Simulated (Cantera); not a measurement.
Feed: 1 mol Pb, 8.3 mol CO₂, 1.9 mol N₂, held at 1350 K and 100000 Pa.

Equilibrium computed with Cantera from the NASA thermochemical tables; the gas is ideal and each condensed phase is pure. Candidate condensed phases: C, Pb, PbO, PbO₂, Pb₃O₄; 27 gas species. Gases not in the tables: (PbO)n polymers. Equilibrium is a limit: real reactors are often held back by kinetics, nucleation or transport.

Base state: CO₂ 0.808, N₂ 0.185, Pb 0.00489, CO 0.000994, PbO 0.000994 (mole fractions); condensed: Pb(l).

### Question
What changes in the equilibrium state with this change: temperature from 1350 K to 1898.15 K?

### Answer
| species | before | after |
|---|---|---|
| CO₂ | 0.808 | 0.716 |
| N₂ | 0.185 | 0.170 |
| Pb | 0.00489 | 0.0650 |
| CO | 0.000994 | 0.0247 |
| PbO | 0.000994 | 0.0242 |
| O₂ | 1.06e-7 | 0.000243 |
| NO | 1.87e-7 | 9.00e-5 |
| Pb₂ | 7.05e-7 | 2.53e-5 |
| Pb(l), mol | 0.940 | 0 |

### Question
What changes in the equilibrium state with this change: 0.058 mol NH₃ added?

### Answer
```tsv
species	before	after
CO₂	0.808	0.792
N₂	0.185	0.186
CO	0.000994	0.00846
H₂O	0	0.00835
Pb	0.00489	0.00489
H₂	0	4.54e-5
PbO	0.000994	0.000115
Pb(l), mol	0.940	0.948
```
Further candidate phases: C₆H₆, C₇H₈, C₈H₁₈, H₂O.
